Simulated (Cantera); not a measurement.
Mixture: CH4 : O2 : N2 = 1 : 1.18 : 4.42 (molar parts), equivalence ratio 1.7, at 32.6 atm, adiabatic and at constant volume. Ignition delay is the time to a rise of 400 K.

Model: GRI-Mech 3.0 (53 species, 325 reactions), integrated in Cantera. The pressure lies above the range GRI-Mech 3.0 was tuned for (to about 10 atm).

**Question.** Predict: delay at 1075 K; delay at 1225 K; delay at 1375 K; delay at 1525 K; apparent activation energy between 1450 and 1600 K.

**Answer.** delay at 1075 K: 7.82 ms
delay at 1225 K: 1.09 ms
delay at 1375 K: 0.224 ms
delay at 1525 K: 56.0 µs
apparent activation energy between 1450 and 1600 K: 170 kJ/mol
